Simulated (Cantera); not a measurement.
A Cantera script and its output.

```python
import numpy as np
import cantera as ct

gas = ct.Solution("gri30.yaml")
gas.TPX = 1075, 100000, {'H2': 1.5, 'O2': 1, 'N2': 4.7}
reactor = ct.IdealGasConstPressureReactor(gas, energy="off", clone=False)
net = ct.ReactorNet([reactor])
net.rtol, net.atol = 1e-08, 1e-18
show = ['H2', 'O2', 'OH', 'H2O', 'N2O', 'H2O2', 'NO']
times = np.geomspace(2e-06, 8, 10)

steps = ct.SolutionArray(gas, extra=["t"])
rows = []
print(f"{'t/s':>10s}{'T/K':>9s}{'P/Pa':>11s}" + "".join(f"{s:>11s}" for s in show))
for t in times:
    while net.time < t:
        t_next = net.step()
        steps.append(gas.state, t=t_next)
    rows.append([np.interp(t, steps.t, y) for y in (steps.T, steps.P, *steps(*show).X.T)])
    print(f"{t:10.3e}{rows[-1][0]:9.1f}{rows[-1][1]:11.4g}" + "".join(f"{x:11.3e}" for x in rows[-1][2:]))
rate = np.gradient(steps.T, steps.t)
print("integrator steps:", len(steps.t))
if steps.T.max() > steps.T[0] + 200:
    print(f"time of steepest temperature rise: {steps.t[rate.argmax()]:.4e} s")
gas.TPX = 1075, 100000, {'H2': 1.5, 'O2': 1, 'N2': 4.7}
gas.equilibrate("TP")
print(f"equilibrium (TP): T = {gas.T:.1f} K  " + "  ".join(f"{s} {gas[s].X[0]:.3e}" for s in show))
```

It prints:

```
       t/s      T/K       P/Pa         H2         O2         OH        H2O        N2O       H2O2         NO
 2.000e-06   1075.0      1e+05  2.083e-01  1.389e-01  1.169e-11  3.651e-11  3.535e-18  1.129e-13  8.848e-24
 1.083e-05   1075.0      1e+05  2.083e-01  1.389e-01  1.535e-10  2.369e-09  2.636e-16  4.267e-12  1.809e-21
 5.863e-05   1075.0      1e+05  2.083e-01  1.389e-01  1.039e-07  3.034e-06  3.443e-13  3.306e-09  7.033e-16
 3.175e-04   1075.0      1e+05  1.114e-02  4.399e-02  2.044e-04  2.198e-01  3.868e-08  7.616e-06  1.314e-06
 1.719e-03   1075.0      1e+05  5.535e-03  4.137e-02  5.969e-06  2.263e-01  4.607e-08  2.312e-05  1.068e-06
 9.308e-03   1075.0      1e+05  2.939e-03  4.014e-02  4.122e-06  2.292e-01  5.152e-08  1.547e-05  9.123e-07
 5.040e-02   1075.0      1e+05  5.487e-04  3.901e-02  1.585e-06  2.319e-01  5.977e-08  1.916e-06  4.900e-07
 2.729e-01   1075.0      1e+05  4.863e-05  3.878e-02  3.691e-07  2.325e-01  6.252e-08  3.783e-08  1.810e-07
 1.478e+00   1075.0      1e+05  9.558e-07  3.876e-02  1.615e-07  2.326e-01  6.012e-08  2.481e-10  4.385e-07
 8.000e+00   1075.0      1e+05  1.371e-09  3.876e-02  3.154e-07  2.326e-01  4.606e-08  1.599e-10  1.286e-06
integrator steps: 2079
equilibrium (TP): T = 1075.0 K  H2 8.334e-10  O2 3.875e-02  OH 4.509e-07  H2O 2.326e-01  N2O 2.063e-09  H2O2 3.153e-10  NO 2.798e-05
```

Cantera simulation using GRI-Mech 3.0 (53 species, 325 reactions); the numbers are that mechanism's predictions, not measurements. The temperature is held fixed by assumption; the heat of reaction is taken as removed at once.
